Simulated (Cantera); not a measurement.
Feed: 1 mol Pb, 3.6 mol H2O, 1.6 mol N2, equilibrated at 1.00 bar.

These are equilibrium values from Cantera (NASA tables, ideal gas, pure condensed phases), not measurements of a reactor. Candidate condensed phases: H2O, Pb, PbO, PbO2, Pb3O4; 27 gas species. Each liquid is taken as pure. Mutual solubility and eutectic melting of coexisting phases are not modelled. Gases not in the tables: (PbO)n polymers. Kinetics and transport are ignored.

Problem. Which condensed phases are stable at each of these points (T (K)): 848, 923, 998, 1073, 1148, 1223, 1298, 1373, 1448, 1523, 1598, 1673, 1748?

Solution. 
```csv
T (K),condensed phases,Pb condensed (%)
848,Pb(l) + PbO(yellow),100.0
923,Pb(l) + PbO(yellow),100.0
998,Pb(l) + PbO(yellow),100.0
1073,Pb(l) + PbO(yellow),100.0
1148,Pb(l) + PbO(yellow),99.8
1223,Pb(l) + PbO(l),99.5
1298,Pb(l),98.5
1373,Pb(l),96.2
1448,Pb(l),91.4
1523,Pb(l),81.9
1598,Pb(l),64.0
1673,Pb(l),30.6
1748,gas only,0.0
```

From 848 K to 1148 K the condensed part is Pb(l) + PbO(yellow). At 1223 K the condensed part is Pb(l) + PbO(l). From 1298 K to 1673 K the condensed part is Pb(l). At 1748 K nothing is condensed.
